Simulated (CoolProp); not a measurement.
Vapour-liquid equilibrium of toluene (1) + o-xylene (2) at 15.1 bar; x and y are mole fractions of (1).

Values from CoolProp's multi-fluid Helmholtz-energy mixture model, Lemmon 2006 and Zhou 2012; pair parameters Bell 2016.

Question: Give the bubble temperature and the first vapour's composition at x = 0.05, 0.65, 0.95. Is there an azeotrope?

Answer: x = 0.05: 556.7 K, y = 0.071; x = 0.65: 529.4 K, y = 0.741; x = 0.95: 518.0 K, y = 0.967. No azeotrope shows between x = 0.05 and 0.95.

Pair parameters are fitted to limited data, so mixtures are less certain than the pure fluids.
